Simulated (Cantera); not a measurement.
A perfectly stirred reactor is fed with CH₃OH : O₂ : N₂ = 0.0046 : 0.015 : 1 (molar parts), equivalence ratio 0.46, at 1.01 bar; it is held at 1423 K, and followed from long to short residence time.

Model: GRI-Mech 3.0 (53 species, 325 reactions), integrated in Cantera. GRI-Mech 3.0 was tuned for natural gas; its chemistry of methanol as a main component is partial and can be far from experiment.

### Question
What does this change do: temperature 1423 to 1600 K?

### Answer
| quantity | before | after |
|---|---|---|
| x(CH₃OH) at τ = 0.400 s | 1.11e-6 | 4.88e-7 |
| x(O₂) at τ = 0.400 s | 0.00794 | 0.00791 |
| x(N₂O) at τ = 0.400 s | 6.24e-7 | 4.45e-7 |
| x(O) at τ = 0.400 s | 2.47e-5 | 4.42e-5 |
| x(C₂H₂) at τ = 0.400 s | <1e-12 | <1e-12 |
| x(CH₃OH) at τ = 14.0 ms | 6.48e-6 | 2.82e-6 |
| x(O₂) at τ = 14.0 ms | 0.00818 | 0.00805 |
| x(N₂O) at τ = 14.0 ms | 3.44e-7 | 3.47e-7 |
| x(O) at τ = 14.0 ms | 0.000174 | 0.000312 |
| x(C₂H₂) at τ = 14.0 ms | <1e-12 | <1e-12 |
